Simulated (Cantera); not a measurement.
A Cantera script and what it prints.

```python
import numpy as np
import cantera as ct

gas_names = """
    H H2 N NH NH2 NH3 N2 N2H2 N2H4 Si SiH SiH2 SiH3 SiH4 SiN Si2 Si2N Si3
""".split()
cond_names = """
    Si(cr) Si(L) Si3N4(a)
""".split()


# ... load() reads the species with a 1 bar reference pressure and builds the phases ...
atoms = {
    'SiH4': {'Si': 1, 'H': 4},
    'NH3': {'N': 1, 'H': 3},
}
top_T = {'Si3N4(a)': 2400}  # K; cautious upper limits of use, not melting points


# ... equilibrate(T, P, feed) seeds the gas with the atoms and calls Mixture.equilibrate('TP', solver="vcs", rtol=1e-11, max_steps=5000) ...
results = []
feed = {'SiH4': 1, 'NH3': 5.9}  # mol
T = 950  # K
P = 13332.2  # Pa
mix = equilibrate(T, P, feed)
results.append((T, P, feed, dict(zip(mix.species_names, mix.species_moles))))
print(gas.report(threshold=1e-06))
for i in range(1, mix.n_phases):
    print(f"{mix.phase(i).name:16s} {mix.phase_moles(i):12.5e} mol")
```

It prints:

```
       temperature   950 K
          pressure   13332 Pa
           density   0.011032 kg/m^3
  mean mol. weight   6.5362 kg/kmol
   phase of matter   gas

                          1 kg             1 kmol
                     ---------------   ---------------
          enthalpy        2.9516e+06        1.9292e+07  J
   internal energy        1.7432e+06        1.1394e+07  J
           entropy             29992        1.9604e+05  J/K
    Gibbs function       -2.5541e+07       -1.6694e+08  J
 heat capacity c_p            4668.2             30512  J/K
 heat capacity c_v            3396.1             22198  J/K

                      mass frac. Y      mole frac. X     chem. pot. / RT
                     ---------------   ---------------   ---------------
                H2           0.25481           0.82612           -19.585
               NH3         8.968e-05        3.4418e-05           -43.626
                N2            0.7451           0.17385           -28.496
     [  +15 minor]        2.1378e-10         1.385e-09

Si(cr)            0.00000e+00 mol
Si3N4(a)          3.33333e-01 mol
```

These are equilibrium values from Cantera (NASA tables, ideal gas, pure condensed phases), not measurements of a reactor.
